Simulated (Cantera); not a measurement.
Input: 1 mol PbS, 490 mol H2, 63 mol N2, at 1823.15 K and 1 atm.

Cantera equilibrium calculation (NASA polynomials, part measured and part estimated; ideal gas, pure solids and liquids). Candidate condensed phases: Pb, PbS, S; 18 gas species. Rates play no part.

Problem. What is the equilibrium state?

Solution. 
```json
{
 "x(H2)": "0.882",
 "x(N2)": "0.114",
 "x(Pb)": "0.00169",
 "x(H2S)": "0.00160",
 "x(H)": "0.000405",
 "x(PbS)": "0.000114",
 "x(SH)": "7.87e-5",
 "x(NH3)": "7.88e-6",
 "x(S2)": "3.25e-6",
 "gas_amount": "554.1 mol",
 "log10 activity of Pb(l) (absent)": "-2.26",
 "log10 activity of S(l) (absent)": "-4.22"
}
```
